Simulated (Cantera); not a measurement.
# Carbon deposition, reforming and gasification: n-butane + NH3

A closed system holds: 1 mol n-butane, 0.012 mol NH3, held at 1650 K.

Equilibrium computed with Cantera from the NASA thermochemical tables; the gas is ideal and each condensed phase is pure. Candidate condensed phases: C, C6H6, C7H8, C8H18; 92 gas species. The ideal-gas law is rough above about 30 bar. Rates play no part.

| P (Pa) | x H2 | x CH4 | x H | x N2 | x C2H4 | n C(graphite) |
|---|---|---|---|---|---|---|
| 10 | 0.990 | 1.30e-7 | 0.00904 | 0.00114 | 3.25e-10 | 4.00 |
| 46 | 0.994 | 6.05e-7 | 0.00422 | 0.00114 | 1.51e-9 | 4.00 |
| 220 | 0.997 | 2.90e-6 | 0.00193 | 0.00115 | 7.26e-9 | 4.00 |
| 1000 | 0.998 | 1.32e-5 | 0.000907 | 0.00115 | 3.31e-8 | 4.00 |
| 4600 | 0.998 | 6.09e-5 | 0.000423 | 0.00115 | 1.52e-7 | 4.00 |
| 22000 | 0.998 | 0.000291 | 0.000194 | 0.00115 | 7.28e-7 | 4.00 |
| 100000 | 0.997 | 0.00132 | 9.07e-5 | 0.00115 | 3.30e-6 | 3.99 |
| 460000 | 0.993 | 0.00602 | 4.22e-5 | 0.00115 | 1.50e-5 | 3.97 |
| 2200000 | 0.971 | 0.0276 | 1.91e-5 | 0.00116 | 6.89e-5 | 3.86 |
| 10000000 | 0.892 | 0.106 | 8.58e-6 | 0.00121 | 0.000264 | 3.52 |
x: gas mole fraction; n: condensed amount in mol.

From 0.000100 bar to 100 bar the condensed part is C(graphite). The main C-bearing gas is HCN at 0.000100 bar and CH4 at 100 bar.
